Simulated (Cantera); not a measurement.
Input: 1 mol Si, 4.4 mol NF3, 27 mol N2, at 402 °C and 4500 Pa.

Equilibrium computed with Cantera from the NASA thermochemical tables; the gas is ideal and each condensed phase is pure. Candidate condensed phases: Si, Si3N4; 16 gas species. Rates play no part.

Base state: N2 0.867, NF3 0.0828, SiF4 0.0311, F2 0.0186, F 0.000552 (mole fractions); condensed: gas only.

Problem. What changes in the equilibrium state with this change: temperature from 402 °C to 1377 °C?

Solution. 
```csv
species,before,after
N2,0.867,0.741
F,0.000552,0.233
SiF4,0.0311,0.0254
NF3,0.0828,<1e-9
F2,0.0186,9.74e-5
```
